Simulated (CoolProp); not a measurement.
Saturation properties of acetone.

The numbers come from the reference Helmholtz-energy equation of state, Lemmon 2006 in CoolProp. It is a short technical equation, of lower accuracy than the large ones.

| T (°C) | p (MPa) | liquid density (kg/m³) | vapour density (kg/m³) |
|---|---|---|---|
| 83.75 | 0.2400 | 715.0 | 5.147 |
| 88.75 | 0.2760 | 708.6 | 5.888 |
| 93.85 | 0.3169 | 702.0 | 6.728 |
| 98.85 | 0.3614 | 695.4 | 7.643 |
| 103.95 | 0.4116 | 688.5 | … |
| 108.95 | 0.4658 | 681.6 | 9.797 |
| 114.05 | 0.5265 | … | … |
| 119.05 | … | 667.4 | 12.42 |
| 124.15 | 0.6645 | 659.9 | 13.96 |
| 129.15 | 0.7421 | 652.5 | 15.61 |
| 134.25 | … | … | … |
| 139.25 | 0.9198 | 636.8 | 19.47 |
| 144.25 | 1.019 | 628.8 | 21.67 |
| 149.35 | 1.128 | 620.3 | 24.13 |

Q: What belongs in the gaps?

A: 
- 103.95, vapour density (kg/m³): 8.676
- 114.05, liquid density (kg/m³): 674.5
- 114.05, vapour density (kg/m³): 11.06
- 119.05, p (MPa): 0.5918
- 134.25, p (MPa): 0.8282
- 134.25, liquid density (kg/m³): 644.7
- 134.25, vapour density (kg/m³): 17.47

It boils at 56.1 °C under 1 atm.
